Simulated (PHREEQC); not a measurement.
Solution (25 °C): 0.059 mol CdCl2, 0.00066 mol H3BO3 and 9.3e-05 mol FeSO4 per kg of water. Closed to the air; pH follows from the charge balance.

All values are PHREEQC results (ion-association model, phreeqc.dat), not measurements.

```tsv
quantity	before	after
pH	5.48	5.63
ionic strength (mol/kgw)	0.0827	0.0486
Cl- (mol/kgw)	0.0672	0.0380
CdCl+ (mol/kgw)	0.0373	0.0172
Cd+2 (mol/kgw)	0.0150	0.0104
CdCl2 (mol/kgw)	0.00634	0.00181
SI of Cd(OH)2 (Cd(OH)2)	-4.92	-4.72
```

Which change was made?
(A) diluted 2-fold with water
(B) FeSO4 left out
(C) H3BO3 from 0.00066 to 0.00033 mol/kgw
(D) FeSO4 from 9.3e-05 to 0.000102 mol/kgw
(E) CdCl2 from 0.059 to 0.0531 mol/kgw

A, diluted 2-fold with water

This is a speciation only: nothing precipitates in the calculation.
